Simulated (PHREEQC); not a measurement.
A solution holds 0.074 mol NaCl and 0.00024 mol CaCl2 per kg of water, at 25 °C. Closed to the air; pH follows from the charge balance.

Computed with PHREEQC (ion-association model, phreeqc.dat).

```yaml
ionic_strength: 0.0747 mol/kgw
specific_conductance: 7990 µS/cm
density: 1.000 g/cm³
```

| species | molality | activity | log γ |
|---|---|---|---|
| Cl- | 0.0745 | 0.0586 | -0.104 |
| Na+ | 0.0740 | 0.0593 | -0.096 |
| Ca+2 | 0.000240 | 0.000102 | -0.373 |
| H+ | 1.24e-7 | 1.04e-7 | -0.077 |
| OH- | 1.24e-7 | 9.71e-8 | -0.106 |

Precipitation was switched off in this run. Species that the database lacks are ignored.
